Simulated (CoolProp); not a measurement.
A Linde-Hampson liquefier for dry air: isothermal reversible compression at 230 K from 1 atm to 25 MPa, throttling to 1 atm, return gas leaving the recuperator 0 K below the feed. Each further row changes one setting.

Computed with CoolProp (reference Helmholtz-energy equation of state, Lemmon 2000). It is a pseudo-pure fit of the blend.

```tsv
case	liquid yield per pass	compression work (kJ/kg of gas)
as stated	___	351
high pressure 50 MPa	0.205	___
warm-end temperature 260 K	___	___
warm-end gap 5 K	0.181	351
```

Task: What belongs in the gaps?

Result: 
- as stated, liquid yield per pass: 0.192
- high pressure 50 MPa, compression work (kJ/kg of gas): 403
- warm-end temperature 260 K, liquid yield per pass: 0.139
- warm-end temperature 260 K, compression work (kJ/kg of gas): 405
